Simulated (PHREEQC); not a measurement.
1 kg of water holding 0.13 mol MgCl2, 0.29 mol NaCl, 0.31 mol KCl and 0.03 mol CaCl2 is evaporated at 50 °C; the solids stay in contact with the brine. CO2 from the air is kept out. The run lets Bischofite, Brucite, Carnallite, Halite, Portlandite, Sylvite, MgCl2_4H2O precipitate or redissolve, and no other solid.

Computed with PHREEQC (Pitzer model, pitzer.dat).

Predict ionic strength, water activity at water left (kg) = 0.4563, 0.09502, 0.03564.


| water left (kg) | ionic strength | water activity |
|---|---|---|
| 0.4563 | 2.37 | 0.937 |
| 0.09502 | 9.94 | 0.668 |
| 0.03564 | 14.8 | 0.492 |

Constants without temperature data keep their 25 °C values here.
